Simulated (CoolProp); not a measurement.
The numbers come from the reference Helmholtz-energy equation of state, Lemmon 2005 in CoolProp. It is a short technical equation, of lower accuracy than the large ones.

Question: Give the vapour pressure (MPa), vapour density (kg/m³), enthalpy of vaporisation (kJ/kg), surface tension (mN/m) of saturated trans-2-butene at 13.25 °C.

Answer: 
| T (°C) | p (MPa) | vapour density (kg/m³) | enthalpy of vaporisation (kJ/kg) | surface tension (mN/m) |
|---|---|---|---|---|
| 13.25 | 0.159 | 3.97 | 393 | 14.5 |

Surface tension comes from a separate correlation (Mulero 2014).
